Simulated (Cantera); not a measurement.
Charge: 1 mol Zr, 13 mol N2O, 16 mol H2, equilibrated at 1550 K and 1.40 bar.

These are equilibrium values from Cantera (NASA tables, ideal gas, pure condensed phases), not measurements of a reactor. Candidate condensed phases: H2O, Zr, ZrN, ZrO2; 28 gas species. Rates play no part.

Base state: N2 0.448, H2O 0.379, H2 0.172, H 1.11e-5 (mole fractions); condensed: ZrO2(tetragonal).

Question: What changes in the equilibrium state with this change: temperature from 1550 K to 2725 K?

Answer: 
| species | before | after |
|---|---|---|
| N2 | 0.448 | 0.439 |
| H2O | 0.379 | 0.356 |
| H2 | 0.172 | 0.168 |
| H | 1.11e-5 | 0.0216 |
| OH | 8.17e-7 | 0.0120 |
| O | <1e-9 | 0.000978 |
| O2 | <1e-9 | 0.000833 |
| NO | 1.71e-8 | 0.00155 |
| ZrO2(tetragonal), mol | 1.00 | 0 |
| ZrO2(s), mol | 0 | 1.000 |

Question: What changes in the equilibrium state with this change: Zr replaced by Cr?

Answer: 
| species | before | after |
|---|---|---|
| N2 | 0.448 | 0.448 |
| H2O | 0.379 | 0.397 |
| H2 | 0.172 | 0.155 |
| H | 1.11e-5 | 1.05e-5 |
| ZrO2(tetragonal), mol | 1.00 | 0 |
| Cr2O3(s), mol | 0 | 0.500 |
Further candidate phases: Cr, CrN, Cr2N, Cr2O3.
